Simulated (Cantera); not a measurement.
Feed: 1 mol SiO2, 21 mol H2, 16 mol N2, held at 1925 °C and 0.100 bar.

Method: chemical equilibrium by Gibbs-energy minimisation in Cantera with the NASA 1993 tables (ideal gas, pure condensed phases). Candidate condensed phases: H2O, Si, SiO2, Si2N2O, Si3N4; 35 gas species. Rates play no part.

Base state: H2 0.517, N2 0.418, SiO 0.0261, H2O 0.0260, H 0.0127, OH 8.88e-5 (mole fractions); condensed: gas only.

Q: What changes in the equilibrium state with this change: pressure from 0.100 bar to 0.00520 bar?

A: 
```tsv
species	before	after
H2	0.517	0.485
N2	0.418	0.410
H	0.0127	0.0538
H2O	0.0260	0.0252
SiO	0.0261	0.0256
O	1.52e-6	3.00e-5
NO	3.59e-6	1.60e-5
OH	8.88e-5	0.000388
```
